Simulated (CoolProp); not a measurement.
The fluid at 298.15 K and 0.228 MPa flows at 0.21 m/s in a round tube of 25 mm bore and 0.25 µm roughness, fully developed (64/Re and Nu = 3.66 if laminar; Colebrook and Gnielinski if turbulent). The same conditions are run with several fluids, on thermodynamics alone (safety and materials aside).

Computed with CoolProp (reference Helmholtz-energy equation of state of each fluid (normal hydrogen: Leachman 2009; nitrogen: Span 2000; ammonia: Gao 2020)).

Task: Rank normal hydrogen, nitrogen, ammonia by Reynolds number, highest first.

Result: ammonia (838), nitrogen (759), normal hydrogen (109)

```
fluid            Darcy friction factor  pressure drop (Pa/m)  heat-transfer coefficient (W/(m² K))  mass flow (kg/h)
---------------  ---------------------  --------------------  ------------------------------------  ----------------
normal hydrogen                  0.586                0.0957                                  27.2            0.0687
nitrogen                        0.0843                 0.192                                  3.79             0.957
ammonia                         0.0764                 0.108                                  3.67             0.596
```

Transport values come from each fluid's own correlations.
